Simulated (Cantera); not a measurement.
Ignition delay

Mixture: 31.6 % H2, 14.4 % O2, 54.0 % N2, at 54000 Pa, adiabatic and at constant pressure. Ignition delay is the time to a rise of 400 K.

Computed with Cantera and GRI-Mech 3.0 (53 species, 325 reactions). Where the delays flatten at high temperature, the 400 K rule measures the pace of heat release, not the induction time.

```json
[
 {"T0 (K)": "973", "delay (ms)": "0.514"},
 {"T0 (K)": "1048", "delay (ms)": "0.227"},
 {"T0 (K)": "1123", "delay (ms)": "0.134"},
 {"T0 (K)": "1198", "delay (ms)": "0.0899"},
 {"T0 (K)": "1273", "delay (ms)": "0.0667"},
 {"T0 (K)": "1348", "delay (ms)": "0.0536"},
 {"T0 (K)": "1423", "delay (ms)": "0.0463"},
 {"T0 (K)": "1498", "delay (ms)": "0.0426"},
 {"T0 (K)": "1573", "delay (ms)": "0.0412"},
 {"T0 (K)": "1648", "delay (ms)": "0.0415"}
]
```
